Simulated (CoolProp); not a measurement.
Model: reference Helmholtz-energy equation of state, Schmidt 1985, in CoolProp.

**Question.** For oxygen, give the phase and the cv (kJ/(kg K)), Prandtl number at 136.9 K and 5.76 bar; 238.3 K and 5.76 bar; 248.4 K and 5.76 bar.

**Answer.** 
- 136.9 K and 5.76 bar: gas; cv 0.670, Prandtl number 0.802
- 238.3 K and 5.76 bar: gas; cv 0.655, Prandtl number 0.733
- 248.4 K and 5.76 bar: gas; cv 0.655, Prandtl number 0.731

Viscosity comes from a separate model (Lemmon 2004). Thermal conductivity comes from a separate model (Lemmon 2004).
